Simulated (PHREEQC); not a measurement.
Dissolve 15 mmol/kgw ZnSO4 and 0.88 mmol/kgw CdBr2 at 65 °C. Closed to the air; pH follows from the charge balance.

The numbers come from PHREEQC with the ion-association model, phreeqc.dat.

```json
{
  "pH": "5.23",
  "ionic_strength": "0.0382 mol/kgw",
  "specific_conductance": "4060 µS/cm"
}
```

| species | molality | activity | log γ |
|---|---|---|---|
| Zn+2 | 0.00927 | 0.00438 | -0.325 |
| SO4-2 | 0.00860 | 0.00406 | -0.327 |
| ZnSO4 | 0.00542 | 0.00547 | 0.004 |
| Br- | 0.00171 | 0.00139 | -0.090 |
| Cd+2 | 0.000485 | 0.000224 | -0.336 |
| CdSO4 | 0.000322 | 0.000325 | 0.004 |
| Zn(SO4)2-2 | 0.000298 | 0.000137 | -0.336 |
| CdBr+ | 4.75e-5 | 3.91e-5 | -0.084 |
| Cd(SO4)2-2 | 2.52e-5 | 1.16e-5 | -0.336 |
| ZnOH+ | 1.44e-5 | 1.19e-5 | -0.084 |
| HSO4- | 7.59e-6 | 6.25e-6 | -0.084 |
| H+ | 6.88e-6 | 5.88e-6 | -0.068 |
| ZnBr+ | 1.94e-6 | 1.60e-6 | -0.084 |
| CdBr2 | 3.40e-7 | 3.43e-7 | 0.004 |
| CdOH+ | 5.25e-8 | 4.33e-8 | -0.084 |
| OH- | 2.61e-8 | 2.13e-8 | -0.088 |

No solid was allowed to form. Constants without temperature data keep their 25 °C values here.
